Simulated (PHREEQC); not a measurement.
Acid mine or pickling water: speciation

Model water analysis in mg/kgw, 25 °C, pH 3.78, pe 12.7: Na 2950; K 259; Ca 150; Mg 28.8; Cl 1250; S(6) as SO4 5440; N(5) as NO3 2.7.

Valence states are taken as typed.

Equilibrium calculation in PHREEQC: ion-association model, phreeqc.dat.

Each row changes one thing in this solution. This is a speciation only: nothing precipitates in the calculation.

```csv
case,ionic strength (mol/kgw),SO4-2 (mol/kgw),NaSO4- (mol/kgw),Ca+2 (mol/kgw),CaSO4 (mol/kgw),MgSO4 (mol/kgw),SI of Gypsum (CaSO4:2H2O),SI of Halite (NaCl)
as made,0.181,0.0453,0.00826,0.00211,0.00163,0.000616,-0.44,-4.21
Ca from 150 to 300 mg/kgw,?,0.0440,0.00802,0.00428,0.00319,0.000606,-0.15,-4.21
Cl from 1250 to 2500 mg/kgw,0.200,0.0456,0.00805,?,?,0.000599,-0.46,?
```

Task: Complete the blanks.

Result: 
- Ca from 150 to 300 mg/kgw, ionic strength (mol/kgw): 0.183
- Cl from 1250 to 2500 mg/kgw, Ca+2 (mol/kgw): 0.00216
- Cl from 1250 to 2500 mg/kgw, CaSO4 (mol/kgw): 0.00158
- Cl from 1250 to 2500 mg/kgw, SI of Halite (NaCl): -3.91
